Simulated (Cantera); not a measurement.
## Adiabatic ignition

An adiabatic, constant-volume homogeneous reactor starts with 9.29 % H2, 9.85 % O2, 69.7 % N2, 11.2 % H2O, equivalence ratio 0.47, at 1548 K and 9.87 atm.

Cantera simulation using the H2/O2 subset of GRI-Mech 3.0, which has no nitrogen chemistry; the numbers are that mechanism's predictions, not measurements. The hydrogen kinetics of GRI-Mech 3.0 are dated; newer H2 mechanisms differ, most at raised pressure.

| t (s) | T (K) | P (bar) | x H2 | x O2 | x H2O | x HO2 | x OH | x O |
|---|---|---|---|---|---|---|---|---|
| 2.00e-6 | 1553 | 10.0 | 0.0915 | 0.0976 | 0.113 | 0.000266 | 0.000157 | 0.000115 |
| 6.07e-6 | 2260 | 14.0 | 0.00178 | 0.0532 | 0.208 | 1.80e-5 | 0.00659 | 0.000964 |
| 1.84e-5 | 2292 | 14.1 | 0.000497 | 0.0536 | 0.212 | 8.13e-6 | 0.00385 | 0.000300 |
| 5.58e-5 | 2293 | 14.1 | 0.000486 | 0.0537 | 0.212 | 8.06e-6 | 0.00381 | 0.000295 |
| 0.000169 | 2293 | 14.1 | 0.000486 | 0.0537 | 0.212 | 8.06e-6 | 0.00381 | 0.000295 |
| 0.000514 | 2293 | 14.1 | 0.000486 | 0.0537 | 0.212 | 8.06e-6 | 0.00381 | 0.000295 |
| 0.00156 | 2293 | 14.1 | 0.000486 | 0.0537 | 0.212 | 8.06e-6 | 0.00381 | 0.000295 |
| 0.00473 | 2293 | 14.1 | 0.000486 | 0.0537 | 0.212 | 8.06e-6 | 0.00381 | 0.000295 |
| 0.0143 | 2293 | 14.1 | 0.000486 | 0.0537 | 0.212 | 8.06e-6 | 0.00381 | 0.000295 |
| 0.0435 | 2293 | 14.1 | 0.000486 | 0.0537 | 0.212 | 8.06e-6 | 0.00381 | 0.000295 |
| 0.132 | 2293 | 14.1 | 0.000486 | 0.0537 | 0.212 | 8.06e-6 | 0.00381 | 0.000295 |
| 0.400 | 2293 | 14.1 | 0.000486 | 0.0537 | 0.212 | 8.06e-6 | 0.00381 | 0.000295 |
x: mole fraction; the columns are a selection and need not sum to one.

| Quantity | Result |
|---|---|
| time of steepest temperature rise | 2.99 µs |
| temperature at 0.400 s | 2293 K |
| equilibrium temperature | 2293 K |
| x(H2) at 0.400 s | 0.000486 (gas-phase equilibrium 0.000486) |
| x(O2) at 0.400 s | 0.0537 (gas-phase equilibrium 0.0537) |
| x(H2O) at 0.400 s | 0.212 (gas-phase equilibrium 0.212) |
